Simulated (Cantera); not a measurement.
A closed system holds: 1 mol FeCl2, 1.6 mol HCl, 1.5 mol N2, at 0.210 Pa.

These are equilibrium values from Cantera (NASA tables, ideal gas, pure condensed phases), not measurements of a reactor. Candidate condensed phases: Fe, FeCl2, FeCl3, NH4Cl; 18 gas species. Kinetics and transport are ignored.

At 2025 K, list the 5 most abundant gas species with their mole fractions, and the condensed phases.

Cl 0.446, N2 0.207, H 0.146, Fe 0.138, HCl 0.0499. Condensed: gas only.
